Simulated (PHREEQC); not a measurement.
Dissolve 0.0022 mol FeSO4, 0.00088 mol ZnCl2, 0.00079 mol NaF and 0.00021 mol Na2SO4 per kg of water at 90 °C. Closed to the air; pH follows from the charge balance.

The numbers come from PHREEQC with the ion-association model, phreeqc.dat.

| quantity | before | after |
|---|---|---|
| pH | 5.52 | 5.25 |
| ionic strength (mol/kgw) | 0.00994 | 0.0187 |
| F- (mol/kgw) | 0.000761 | 0.000726 |
| SI of Melanterite (FeSO4:7H2O) | -4.26 | -4.40 |
| SI of Halite (NaCl) | -7.40 | -6.75 |

Task: Which change was made?
(A) ZnCl2 from 0.00088 to 0.0044 mol/kgw
(B) FeSO4 from 0.0022 to 0.0033 mol/kgw
(C) 2.6e-05 mol/kgw NaCl added
(D) FeSO4 from 0.0022 to 0.00044 mol/kgw
(E) temperature from 90 to 55 °C

Result: A, ZnCl2 from 0.00088 to 0.0044 mol/kgw

This is a speciation only: nothing precipitates in the calculation. Constants without temperature data keep their 25 °C values here. Fluoro complexes past AlF4- and FeF3 are missing from the database.
